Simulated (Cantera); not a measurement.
A Cantera script and what it prints.

```python
import numpy as np
import cantera as ct

gas_names = """
    CL CL2 H HCL H2 N NH NH2 NH3 N2 N2H2 N2H4 Si SiCL SiCL2 SiCL3 SiCL4 SiH SiHCL3 SiH2 SiH2CL2 SiH3
    SiH3CL SiH4 SiN Si2 Si2N Si3
""".split()
cond_names = """
    NH4CL(a) NH4CL(b) Si(cr) Si(L) Si3N4(a)
""".split()


def load(file, names, dense=False):
    # The tables refer to 1 bar. Condensed volumes are neglected.
    table = {s.name: s for s in ct.Species.list_from_file(file)}
    out = []
    for n in names:
        d = dict(table[n].input_data)
        d["thermo"] = dict(d["thermo"], **{"reference-pressure": 1e5})
        if dense:
            d["equation-of-state"] = {"model": "constant-volume", "density": "1e6 g/cm^3"}
        out.append(ct.Species.from_dict(d))
    return out


gas = ct.Solution(thermo="ideal-gas", species=load("nasa_gas.yaml", gas_names))
cond = {s.name: ct.Solution(thermo="fixed-stoichiometry", species=[s], name=s.name)
        for s in load("nasa_condensed.yaml", cond_names, dense=True)}
atoms = {
    'Si2Cl6': {'Si': 2, 'CL': 6},
    'NH3': {'N': 1, 'H': 3},
    'H2': {'H': 2},
    'N2': {'N': 2},
}
top_T = {'Si3N4(a)': 2400}  # K; cautious upper limits of use, not melting points


def equilibrate(T, P, feed):
    n = {}
    for name, mol in feed.items():
        for a, k in atoms[name].items():
            n[a] = n.get(a, 0.0) + k * mol
    gas.TPX = T, P, n
    mass = sum(n.values()) * gas.mean_molecular_weight
    gas.equilibrate("TP")
    valid = [c for c in cond.values() if c.min_temp <= T <= top_T.get(c.name, c.max_temp)]
    mix = ct.Mixture([(gas, mass / gas.mean_molecular_weight)] + [(c, 0.0) for c in valid])
    mix.T, mix.P = T, P
    mix.equilibrate("TP", solver="vcs", rtol=1e-11, max_steps=5000)
    return mix


results = []
T = 1350  # K
P = 5.3  # Pa
for m in [0.34, 0.39, 0.45, 0.53, 0.61, 0.71, 0.83, 0.96, 1.1, 1.3, 1.5, 1.8, 2]:
    feed = {'Si2Cl6': 1, 'NH3': 0.13, 'H2': 4.6, 'N2': m}  # mol
    mix = equilibrate(T, P, feed)
    results.append((T, P, feed, dict(zip(mix.species_names, mix.species_moles))))
    x = sorted(zip(gas.X, gas.species_names), reverse=True)
    print(f"T = {T:g} K  P = {P:g} Pa  n(N2) = {m:g} mol  gas = {mix.phase_moles(0):.4g} mol")
    print("   x: " + "  ".join(f"{s} {v:.3e}" for v, s in x if v > 0.001))
    print("   condensed (mol): " + ("  ".join(f"{mix.phase(i).name} {mix.phase_moles(i):.4g}"
          for i in range(1, mix.n_phases) if mix.phase_moles(i) > 1e-12) or "none"))
```

It prints:

```
T = 1350 K  P = 5.3 Pa  n(N2) = 0.34 mol  gas = 8.179 mol
   x: H2 4.665e-01  SiCL2 2.396e-01  HCL 2.391e-01  N2 4.951e-02  SiCL3 4.466e-03
   condensed (mol): none
T = 1350 K  P = 5.3 Pa  n(N2) = 0.39 mol  gas = 8.229 mol
   x: H2 4.637e-01  SiCL2 2.381e-01  HCL 2.377e-01  N2 5.529e-02  SiCL3 4.426e-03
   condensed (mol): none
T = 1350 K  P = 5.3 Pa  n(N2) = 0.45 mol  gas = 8.28 mol
   x: H2 4.592e-01  HCL 2.396e-01  SiCL2 2.349e-01  N2 6.107e-02  SiCL3 4.423e-03
   condensed (mol): Si3N4(a) 0.004679
T = 1350 K  P = 5.3 Pa  n(N2) = 0.53 mol  gas = 8.342 mol
   x: H2 4.527e-01  HCL 2.440e-01  SiCL2 2.300e-01  N2 6.810e-02  SiCL3 4.442e-03
   condensed (mol): Si3N4(a) 0.01347
T = 1350 K  P = 5.3 Pa  n(N2) = 0.61 mol  gas = 8.406 mol
   x: H2 4.464e-01  HCL 2.479e-01  SiCL2 2.253e-01  N2 7.517e-02  SiCL3 4.451e-03
   condensed (mol): Si3N4(a) 0.02157
T = 1350 K  P = 5.3 Pa  n(N2) = 0.71 mol  gas = 8.487 mol
   x: H2 4.389e-01  HCL 2.520e-01  SiCL2 2.198e-01  N2 8.405e-02  SiCL3 4.452e-03
   condensed (mol): Si3N4(a) 0.03084
T = 1350 K  P = 5.3 Pa  n(N2) = 0.83 mol  gas = 8.586 mol
   x: H2 4.303e-01  HCL 2.560e-01  SiCL2 2.137e-01  N2 9.471e-02  SiCL3 4.441e-03
   condensed (mol): Si3N4(a) 0.04089
T = 1350 K  P = 5.3 Pa  n(N2) = 0.96 mol  gas = 8.696 mol
   x: H2 4.215e-01  HCL 2.594e-01  SiCL2 2.076e-01  N2 1.062e-01  SiCL3 4.417e-03
   condensed (mol): Si3N4(a) 0.05066
T = 1350 K  P = 5.3 Pa  n(N2) = 1.1 mol  gas = 8.817 mol
   x: H2 4.126e-01  HCL 2.623e-01  SiCL2 2.015e-01  N2 1.185e-01  SiCL3 4.380e-03
   condensed (mol): Si3N4(a) 0.06011
T = 1350 K  P = 5.3 Pa  n(N2) = 1.3 mol  gas = 8.993 mol
   x: H2 4.005e-01  HCL 2.650e-01  SiCL2 1.935e-01  N2 1.358e-01  SiCL3 4.315e-03
   condensed (mol): Si3N4(a) 0.07202
T = 1350 K  P = 5.3 Pa  n(N2) = 1.5 mol  gas = 9.173 mol
   x: H2 3.893e-01  HCL 2.666e-01  SiCL2 1.863e-01  N2 1.527e-01  SiCL3 4.239e-03
   condensed (mol): Si3N4(a) 0.0824
T = 1350 K  P = 5.3 Pa  n(N2) = 1.8 mol  gas = 9.446 mol
   x: H2 3.738e-01  HCL 2.673e-01  N2 1.772e-01  SiCL2 1.767e-01  SiCL3 4.114e-03
   condensed (mol): Si3N4(a) 0.09575
T = 1350 K  P = 5.3 Pa  n(N2) = 2 mol  gas = 9.63 mol
   x: H2 3.643e-01  HCL 2.670e-01  N2 1.929e-01  SiCL2 1.709e-01  SiCL3 4.026e-03
   condensed (mol): Si3N4(a) 0.1035
```

Equilibrium computed with Cantera from the NASA thermochemical tables; the gas is ideal and each condensed phase is pure. The feed counts by its element totals alone. The tables' values for SiCl3, SiCl are old estimates; treat these amounts as uncertain.
